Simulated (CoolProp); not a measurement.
Aqueous ammonia as a coolant, 24 % by mass, freezing at -51.1 °C, 1 atm.

The numbers come from the Melinder's fits for secondary coolants in CoolProp.

```tsv
T (°C)	cp (kJ/(kg K))	conductivity (W/(m K))	Prandtl number	viscosity (mPa s)
-34.9	?	?	116	9.92
-25.9	4.281	?	68.9	6.17
-17	4.262	0.400	44.2	?
-8	4.248	0.416	?	2.93
0.9	4.237	?	21.5	2.18
9.8	?	0.447	15.9	1.68
18.8	4.222	0.462	?	1.32
27.7	4.215	0.477	9.21	1.04
```

**Question.** Some entries are withheld; supply them.

**Answer.** 
- -34.9, cp (kJ/(kg K)): 4.305
- -34.9, conductivity (W/(m K)): 0.368
- -25.9, conductivity (W/(m K)): 0.384
- -17, viscosity (mPa s): 4.14
- -8, Prandtl number: 30.0
- 0.9, conductivity (W/(m K)): 0.431
- 9.8, cp (kJ/(kg K)): 4.229
- 18.8, Prandtl number: 12.0
